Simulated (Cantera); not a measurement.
An adiabatic, constant-volume homogeneous reactor starts with CH₄ : CO : O₂ : N₂ = 1 : 0.6 : 1.28 : 4.8 (molar parts), equivalence ratio 1.8, at 1350 K and 0.987 atm. Integrator tolerance rtol = 1e-08.

Cantera simulation using GRI-Mech 3.0 (53 species, 325 reactions); the numbers are that mechanism's predictions, not measurements.

**Question.** What does this change do: pressure from 0.987 atm to 0.286 atm?

**Answer.** 
```tsv
quantity	before	after
time of steepest temperature rise	9.89 ms	22.7 ms
temperature at 1.00 s	2799 K	2718 K
equilibrium temperature	2799 K	2718 K
x(CH₄) at 1.00 s	3.95e-12 (gas-phase equilibrium 4.54e-12)	<1e-12 (gas-phase equilibrium <1e-12)
x(CO) at 1.00 s	0.153 (gas-phase equilibrium 0.153)	0.152 (gas-phase equilibrium 0.152)
x(O₂) at 1.00 s	0.000530 (gas-phase equilibrium 0.000530)	0.000939 (gas-phase equilibrium 0.000939)
x(C₂H) at 1.00 s	<1e-12 (gas-phase equilibrium <1e-12)	<1e-12 (gas-phase equilibrium <1e-12)
x(O) at 1.00 s	0.000824 (gas-phase equilibrium 0.000824)	0.00149 (gas-phase equilibrium 0.00149)
x(H₂O) at 1.00 s	0.137 (gas-phase equilibrium 0.137)	0.133 (gas-phase equilibrium 0.133)
```

**Question.** What does this change do: initial temperature 1350 to 1650 K?

**Answer.** 
```tsv
quantity	before	after
time of steepest temperature rise	9.89 ms	0.365 ms
temperature at 1.00 s	2799 K	2922 K
equilibrium temperature	2799 K	2922 K
x(CH₄) at 1.00 s	3.95e-12 (gas-phase equilibrium 4.54e-12)	2.05e-12 (gas-phase equilibrium 2.40e-12)
x(CO) at 1.00 s	0.153 (gas-phase equilibrium 0.153)	0.154 (gas-phase equilibrium 0.154)
x(O₂) at 1.00 s	0.000530 (gas-phase equilibrium 0.000530)	0.00138 (gas-phase equilibrium 0.00138)
x(C₂H) at 1.00 s	<1e-12 (gas-phase equilibrium <1e-12)	<1e-12 (gas-phase equilibrium <1e-12)
x(O) at 1.00 s	0.000824 (gas-phase equilibrium 0.000824)	0.00228 (gas-phase equilibrium 0.00228)
x(H₂O) at 1.00 s	0.137 (gas-phase equilibrium 0.137)	0.129 (gas-phase equilibrium 0.129)
```

**Question.** What does this change do: constant pressure in place of constant volume?

**Answer.** 
```
quantity                                                              before                                      after
---------------------------------  -----------------------------------------  -----------------------------------------
time of steepest temperature rise                                    9.89 ms                                    10.8 ms
temperature at 1.00 s                                                 2799 K                                     2555 K
equilibrium temperature                                               2799 K                                     2555 K
x(CH₄) at 1.00 s                   3.95e-12 (gas-phase equilibrium 4.54e-12)  1.86e-12 (gas-phase equilibrium 2.11e-12)
x(CO) at 1.00 s                          0.153 (gas-phase equilibrium 0.153)        0.151 (gas-phase equilibrium 0.151)
x(O₂) at 1.00 s                    0.000530 (gas-phase equilibrium 0.000530)  0.000156 (gas-phase equilibrium 0.000156)
x(C₂H) at 1.00 s                       <1e-12 (gas-phase equilibrium <1e-12)      <1e-12 (gas-phase equilibrium <1e-12)
x(O) at 1.00 s                     0.000824 (gas-phase equilibrium 0.000824)  0.000238 (gas-phase equilibrium 0.000238)
x(H₂O) at 1.00 s                         0.137 (gas-phase equilibrium 0.137)        0.142 (gas-phase equilibrium 0.142)
```
